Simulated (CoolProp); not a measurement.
Octamethylcyclotetrasiloxane (D4) along the isobar 0.533 MPa: density (kg/m³) from the reference equation and from simpler models built on Tc = 586.5 K, pc = 1.347 MPa, ω = 0.598; each cubic takes its own stable root.

Computed with CoolProp (reference Helmholtz-energy equation of state, Thol 2015).

```csv
T (K),phase,reference
302.2,liquid,946.9
327.4,liquid,918.1
352.5,liquid,888.9
377.7,liquid,859.0
402.8,liquid,828.2
428,liquid,795.9
453.1,liquid,761.8
478.3,liquid,724.6
503.4,liquid,682.7
553.7,gas,43.22
```

Problem. How far does each simpler model (van der Waals, Redlich-Kwong, Soave-Redlich-Kwong) lie from the reference over these 10 states: mean and median of the absolute difference, and the worst?

Solution. 
- van der Waals: mean 49.1 %, median 42.7 %, worst -93.0 % at 503.4 K and 0.533 MPa
- Redlich-Kwong: mean 23.0 %, median 16.4 %, worst -92.5 % at 503.4 K and 0.533 MPa
- Soave-Redlich-Kwong: mean 9.2 %, median 9.7 %, worst -11.6 % at 302.2 K and 0.533 MPa

At some of these states van der Waals, Redlich-Kwong gives the other phase, because its saturation line lies elsewhere.
